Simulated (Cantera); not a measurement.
Feed: 1 mol PbO, 0.22 mol CO, 54 mol H2, at 1348.15 K and 71.0 mbar.

Equilibrium computed with Cantera from the NASA thermochemical tables; the gas is ideal and each condensed phase is pure. Candidate condensed phases: C, C6H6, C7H8, C8H18, H2O, Pb, PbO, PbO2, Pb3O4; 113 gas species. Equilibrium is a limit: real reactors are often held back by kinetics, nucleation or transport.

Problem. What is the equilibrium state?

Solution. 
```
Item                                       Result
--------------------------------------  ---------
x(H2)                                       0.960
x(Pb)                                      0.0181
x(H2O)                                     0.0181
x(CO)                                     0.00395
x(CO2)                                    3.80e-5
x(H)                                      8.53e-6
gas amount                              55.22 mol
log10 activity of Pb(l) (absent)            -0.57
log10 activity of C(graphite) (absent)      -4.06
```
